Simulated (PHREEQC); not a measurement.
A solution holds 0.0012 mol CuSO4, 0.00012 mol HNO3 and 0.011 mol NaCl per kg of water, at 25 °C. Closed to the air; pH follows from the charge balance.

Computed with PHREEQC (ion-association model, phreeqc.dat).

Each row changes one thing in this solution. No solid was allowed to form.

```tsv
case	pH	ionic strength (mol/kgw)	Cu+2 (mol/kgw)	SO4-2 (mol/kgw)	CuSO4 (mol/kgw)	NaSO4- (mol/kgw)	SI of Halite (NaCl)
as made	3.99	0.0154	0.00109	0.00107	9.09e-5	3.59e-5	-5.60
CuSO4 from 0.0012 to 0.00012 mol/kgw	3.97	0.0116	0.000117	(withheld)	1.16e-6	4.07e-6	-5.58
CuSO4 from 0.0012 to 0.0018 mol/kgw	(withheld)	0.0174	0.00159	0.00155	0.000184	5.10e-5	-5.60
0.0015 mol/kgw KHSO4 added	2.89	(withheld)	0.00102	0.00226	0.000165	7.25e-5	-5.61
HNO3 from 0.00012 to 0.000132 mol/kgw	3.95	0.0154	0.00109	0.00106	9.08e-5	3.59e-5	-5.60
CuSO4 from 0.0012 to 0.006 mol/kgw	4.07	0.0296	0.00466	0.00458	0.00126	0.000132	-5.64
NaCl from 0.011 to 0.0099 mol/kgw	3.99	0.0143	0.00109	0.00107	9.35e-5	3.28e-5	-5.69
```

Task: Some entries are withheld; supply them.

Result: 
- CuSO4 from 0.0012 to 0.00012 mol/kgw, SO4-2 (mol/kgw): 0.000114
- CuSO4 from 0.0012 to 0.0018 mol/kgw, pH: 4.01
- 0.0015 mol/kgw KHSO4 added, ionic strength (mol/kgw): 0.0192

Species that the database lacks are ignored.
